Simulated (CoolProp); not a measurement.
Computed with CoolProp (reference Helmholtz-energy equation of state, Zhou 2012).

Q: For p-xylene, give the phase and the Z, Joule-Thomson coefficient (K/MPa), isothermal compressibility (1/MPa), fugacity coefficient at 620 K and 8.83 MPa.

A: 
- 620 K and 8.83 MPa: supercritical; Z 0.348, Joule-Thomson coefficient 0.701, isothermal compressibility 0.0205, fugacity coefficient 0.331
